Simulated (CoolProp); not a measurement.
2000 sccm (0 °C, 1 atm) of nitrogen bubbles through liquid ethanol at 308.2 K and leaves saturated at a total pressure of 0.0912 MPa (ideal gas phase). Each further row changes one setting.

Values from CoolProp's reference Helmholtz-energy equation of state, Schroeder 2014.

```
case                      vapour pressure (kPa)  mole fraction of vapour  delivery (mg/min)  delivery (sccm)  change of delivery for a bath 1 K warmer (%)
------------------------  ---------------------  -----------------------  -----------------  ---------------  --------------------------------------------
as stated                                  13.8                        ?                  ?                ?                                           6.5
bath temperature 313.2 K                   17.9                    0.197               1010              489                                             ?
total pressure 0.182 MPa                   13.8                   0.0757                337              164                                             ?
```

Complete the blanks.


- as stated, mole fraction of vapour: 0.151
- as stated, delivery (mg/min): 732
- as stated, delivery (sccm): 356
- bath temperature 313.2 K, change of delivery for a bath 1 K warmer (%): 6.6
- total pressure 0.182 MPa, change of delivery for a bath 1 K warmer (%): 6.0
